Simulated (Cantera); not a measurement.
Input: 1 mol C₃H₆, 6 mol H₂, 0.3 mol O₂, held at 1625 K and 4.70 bar.

Cantera equilibrium calculation (NASA polynomials, part measured and part estimated; ideal gas, pure solids and liquids). Candidate condensed phases: C, C₆H₆, C₇H₈, C₈H₁₈, H₂O; 110 gas species. Kinetics and transport are ignored.

Base state: H₂ 0.931, CO 0.0627, CH₄ 0.00599, H₂O 0.000205, C₂H₂ (acetylene) 3.31e-5, H 3.14e-5, C₂H₄ 1.30e-5 (mole fractions); condensed: C(graphite).

Task: What changes in the equilibrium state with this change: O₂ from 0.3 to 1 mol?

Result: 
```json
[
 {"species": "H₂", "before": "0.931", "after": "0.813"},
 {"species": "CO", "before": "0.0627", "after": "0.182"},
 {"species": "CH₄", "before": "0.00599", "after": "0.00456"},
 {"species": "CO₂", "before": "4.44e-6", "after": "3.75e-5"},
 {"species": "H₂O", "before": "0.000205", "after": "0.000520"},
 {"species": "C(graphite), mol", "before": "2.34", "after": "0.955"}
]
```

Task: What changes in the equilibrium state with this change: temperature from 1625 K to 2425 K?

Result: 
| species | before | after |
|---|---|---|
| H₂ | 0.931 | 0.922 |
| CO | 0.0627 | 0.0623 |
| H | 3.14e-5 | 0.00793 |
| C₂H₂ (acetylene) | 3.31e-5 | 0.00720 |
| C₄H₂ | <1e-9 | 2.31e-5 |
| CH₃ | 4.11e-6 | 0.000107 |
| H₂O | 0.000205 | 7.95e-6 |
| CH₄ | 0.00599 | 0.000679 |
| C(graphite), mol | 2.34 | 2.25 |
